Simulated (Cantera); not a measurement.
An adiabatic, constant-volume homogeneous reactor starts with CH₄ : C₂H₆ : O₂ : N₂ = 1 : 0.13 : 2.58 : 9.72 (molar parts), at 1025 K and 0.780 atm. Integrator tolerance rtol = 1e-08.

Detailed kinetics in Cantera: GRI-Mech 3.0 (53 species, 325 reactions).

Question: What does this change do: pressure from 0.780 atm to 1.97 atm?

Answer: 
```json
[
 {"quantity": "time of steepest temperature rise", "before": "72.1 ms", "after": "39.3 ms"},
 {"quantity": "temperature at 0.800 s", "before": "2743 K", "after": "2807 K"},
 {"quantity": "equilibrium temperature", "before": "2743 K", "after": "2807 K"},
 {"quantity": "x(CH₄) at 0.800 s", "before": "<1e-12 (gas-phase equilibrium <1e-12)", "after": "<1e-12 (gas-phase equilibrium <1e-12)"},
 {"quantity": "x(C₂H₆) at 0.800 s", "before": "<1e-12 (gas-phase equilibrium <1e-12)", "after": "<1e-12 (gas-phase equilibrium <1e-12)"},
 {"quantity": "x(O₂) at 0.800 s", "before": "0.0211 (gas-phase equilibrium 0.0211)", "after": "0.0191 (gas-phase equilibrium 0.0191)"},
 {"quantity": "x(HCO) at 0.800 s", "before": "3.61e-8 (gas-phase equilibrium 3.61e-8)", "after": "5.71e-8 (gas-phase equilibrium 5.71e-8)"},
 {"quantity": "x(CH₂O) at 0.800 s", "before": "3.44e-10 (gas-phase equilibrium 3.44e-10)", "after": "6.98e-10 (gas-phase equilibrium 6.98e-10)"}
]
```
